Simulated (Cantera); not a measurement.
Charge: 1 mol Ti, 16 mol CO₂, 0.83 mol CO, held at 1577 °C.

Cantera equilibrium calculation (NASA polynomials, part measured and part estimated; ideal gas, pure solids and liquids). Candidate condensed phases: C, Ti, TiC, TiO, TiO₂, Ti₂O₃, Ti₃O₅, Ti₄O₇; 15 gas species. Equilibrium is a limit: real reactors are often held back by kinetics, nucleation or transport.

log p: log10 of the partial pressure in bar; n: condensed amount in mol.

| P (Pa) | log p CO₂ | log p CO | log p O₂ | log p O | n TiO₂(rutile) |
|---|---|---|---|---|---|
| 10 | -4.11 | -4.70 | -5.76 | -6.60 | 0.998 |
| 41 | -3.48 | -4.13 | -5.62 | -6.53 | 1.000 |
| 160 | (withheld) | (withheld) | -5.57 | -6.50 | 1.000 |
| 670 | -2.25 | -2.95 | -5.55 | -6.49 | 1.000 |
| 2700 | -1.65 | -2.34 | -5.55 | -6.49 | 1.000 |
| 11000 | -1.04 | -1.73 | -5.55 | -6.49 | 1.000 |
| 45000 | -0.43 | -1.12 | -5.55 | -6.49 | 1.00 |
| 180000 | (withheld) | (withheld) | -5.55 | -6.49 | 1.00 |
| 740000 | 0.79 | 0.09 | -5.55 | -6.49 | 1.00 |
| 3000000 | 1.40 | 0.70 | -5.55 | -6.49 | 1.00 |

Question: Fill in the missing entries.

Answer: 
- 160, log p CO₂: -2.88
- 160, log p CO: -3.56
- 180000, log p CO₂: 0.18
- 180000, log p CO: -0.52
